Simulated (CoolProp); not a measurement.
Vapour-liquid equilibrium of carbon dioxide (1) + carbonyl sulfide (2) at 1.19 MPa; x and y are mole fractions of (1).

Computed with CoolProp (multi-fluid Helmholtz-energy mixture model, Span 1996 and Lemmon 2006; pair parameters Bell 2016).

| x | bubble temperature (K) | y at the bubble point | dew temperature at overall composition x (K) | liquid density (mol/L) |
|---|---|---|---|---|
| 0.05 | 284.9 | 0.241 | 293.2 | 17.23 |
| 0.2 | 265.5 | 0.603 | 286.8 | 18.62 |
| 0.35 | 255.5 | 0.746 | 279.7 | 19.71 |
| 0.5 | 249.5 | 0.823 | 271.7 | 20.74 |
| 0.65 | 245.3 | 0.877 | 262.4 | 21.81 |
| 0.8 | 241.9 | 0.926 | 251.3 | 23.01 |
| 0.95 | 238.8 | 0.980 | 240.5 | 24.41 |

No azeotrope shows between x = 0.05 and 0.95.

Pair parameters are fitted to limited data, so mixtures are less certain than the pure fluids.
